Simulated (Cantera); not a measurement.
Input (Python, Cantera):

```python
import numpy as np
import cantera as ct

gas = ct.Solution("gri30.yaml")
gas.TPX = 1425, 101325, {'CH4': 1, 'O2': 2.6, 'N2': 9.77, 'H2O': 0.27}
reactor = ct.IdealGasConstPressureReactor(gas, energy="on", clone=False)
net = ct.ReactorNet([reactor])
net.rtol, net.atol = 1e-08, 1e-16
show = ['CH4', 'O2', 'H2O', 'C2H2', 'H']
times = np.geomspace(4e-06, 1, 12)

steps = ct.SolutionArray(gas, extra=["t"])
rows = []
print(f"{'t/s':>10s}{'T/K':>9s}{'P/Pa':>11s}" + "".join(f"{s:>11s}" for s in show))
for t in times:
    while net.time < t:
        t_next = net.step()
        steps.append(gas.state, t=t_next)
    rows.append([np.interp(t, steps.t, y) for y in (steps.T, steps.P, *steps(*show).X.T)])
    print(f"{t:10.3e}{rows[-1][0]:9.1f}{rows[-1][1]:11.4g}" + "".join(f"{x:11.3e}" for x in rows[-1][2:]))
rate = np.gradient(steps.T, steps.t)
print("integrator steps:", len(steps.t))
if steps.T.max() > steps.T[0] + 200:
    print(f"time of steepest temperature rise: {steps.t[rate.argmax()]:.4e} s")
gas.TPX = 1425, 101325, {'CH4': 1, 'O2': 2.6, 'N2': 9.77, 'H2O': 0.27}
gas.equilibrate("HP")
print(f"equilibrium (HP): T = {gas.T:.1f} K  " + "  ".join(f"{s} {gas[s].X[0]:.3e}" for s in show))
```

Result:

```
       t/s      T/K       P/Pa        CH4         O2        H2O       C2H2          H
 4.000e-06   1425.0  1.013e+05  7.331e-02  1.906e-01  1.979e-02  7.190e-20  2.397e-09
 1.238e-05   1425.0  1.013e+05  7.331e-02  1.906e-01  1.979e-02  1.345e-17  2.676e-09
 3.833e-05   1425.0  1.013e+05  7.331e-02  1.906e-01  1.980e-02  1.899e-15  3.673e-09
 1.186e-04   1425.0  1.013e+05  7.331e-02  1.906e-01  1.980e-02  3.067e-13  8.380e-09
 3.672e-04   1425.1  1.013e+05  7.324e-02  1.906e-01  1.984e-02  9.951e-11  4.106e-08
 1.137e-03   1428.7  1.013e+05  7.228e-02  1.900e-01  2.051e-02  4.504e-08  3.183e-07
 3.519e-03   2602.2  1.013e+05  5.241e-17  4.744e-02  1.468e-01  1.764e-20  3.124e-03
 1.089e-02   2593.0  1.013e+05  5.345e-17  4.404e-02  1.473e-01  1.708e-20  3.000e-03
 3.372e-02   2590.3  1.013e+05  5.376e-17  4.307e-02  1.475e-01  1.691e-20  2.966e-03
 1.044e-01   2590.3  1.013e+05  5.376e-17  4.307e-02  1.475e-01  1.690e-20  2.965e-03
 3.231e-01   2590.3  1.013e+05  5.376e-17  4.307e-02  1.475e-01  1.690e-20  2.965e-03
 1.000e+00   2590.3  1.013e+05  5.376e-17  4.307e-02  1.475e-01  1.690e-20  2.965e-03
integrator steps: 1954
time of steepest temperature rise: 2.4134e-03 s
equilibrium (HP): T = 2590.3 K  CH4 7.415e-17  O2 4.307e-02  H2O 1.475e-01  C2H2 1.847e-20  H 2.965e-03
```

Computed with Cantera and GRI-Mech 3.0 (53 species, 325 reactions).
